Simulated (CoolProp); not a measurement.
A Linde-Hampson liquefier for ethylene: isothermal reversible compression at 290 K from 1 atm to 30 MPa, throttling to 1 atm, return gas leaving the recuperator 2 K below the feed. Each further row changes one setting.

Model: reference Helmholtz-energy equation of state, Smukala 2000, in CoolProp.

```
case                        liquid yield per pass  compression work (kJ/kg of gas)
--------------------------  ---------------------  -------------------------------
as stated                                   0.506                              373
high pressure 60 MPa                        0.475                              437
warm-end temperature 320 K                  0.426                              444
warm-end gap 7 K                            0.500                              373
```
